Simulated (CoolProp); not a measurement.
R404A at 384.2 K and 0.152 MPa flows at 7.7 m/s in a round tube of 100 mm bore and 0.25 µm roughness, fully developed (64/Re and Nu = 3.66 if laminar; Colebrook and Gnielinski if turbulent). Each further row changes one setting.

Computed with CoolProp (reference Helmholtz-energy equation of state, Lemmon 2003). It is a pseudo-pure fit of the blend.

```csv
case,Reynolds number,Darcy friction factor,pressure drop (Pa/m),heat-transfer coefficient (W/(m² K)),mass flow (kg/h)
as stated,232000,0.0152,21.2,75.4,1020
velocity 15.4 m/s,465000,0.0134,74.4,132,2040
diameter 200 mm,465000,0.0134,9.29,66.0,4090
```

Viscosity comes from a separate model (Geller 2000). Thermal conductivity comes from a separate model (Geller 2001).
